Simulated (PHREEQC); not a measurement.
Dissolve 0.093 mol HF, 0.11 mol (NH4)2SO4, 3.5e-05 mol H4SiO4 and 0.00085 mol H2SO4 per kg of water at 25 °C. Closed to the air; pH follows from the charge balance.

Model: ion-association model, wateq4f.dat, run in PHREEQC.

Precipitation was switched off in this run.

Problem. Estimate the pH.

Solution. pH 2.32.

Problem. In which forms is N present?

Solution. NH4+ 82 %, NH4SO4- 18 % of the N.

wateq4f.dat counts part of the HF as a dimer, H2F2, which phreeqc.dat doesn't know; its constant is uncertain. SiF6-2 is the database's only silicon fluoride.
